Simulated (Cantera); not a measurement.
Charge: 1 mol Fe2O3, 1.1 mol SO3, 0.28 mol O2, equilibrated at 750 Torr.

Equilibrium computed with Cantera from the NASA thermochemical tables; the gas is ideal and each condensed phase is pure. Candidate condensed phases: Fe, FeO, FeS, FeSO4, FeS2, Fe2O3, Fe2(SO4)3, Fe3O4, S; 12 gas species. The numbers say what is thermodynamically allowed, not how fast it happens.

Task: Which condensed phases are stable at each of these points (T (K)): 700, 800, 900, 1000, 1100, 1200, 1300, 1400, 1500, 1600, 1700, 1800?

Result: 
```
T (K)         condensed phases  Fe condensed (%)
-----  -----------------------  ----------------
700    Fe2O3(s) + Fe2(SO4)3(s)             100.0
800    Fe2O3(s) + Fe2(SO4)3(s)             100.0
900    Fe2O3(s) + Fe2(SO4)3(s)             100.0
1000   Fe2O3(s) + Fe2(SO4)3(s)             100.0
1100                  Fe2O3(s)             100.0
1200                  Fe2O3(s)             100.0
1300                  Fe2O3(s)             100.0
1400                  Fe2O3(s)             100.0
1500                  Fe2O3(s)             100.0
1600                  Fe2O3(s)             100.0
1700                  Fe2O3(s)             100.0
1800                  Fe3O4(s)             100.0
```

From 700 K to 1000 K the condensed part is Fe2O3(s) + Fe2(SO4)3(s). From 1100 K to 1700 K the condensed part is Fe2O3(s). At 1800 K the condensed part is Fe3O4(s).
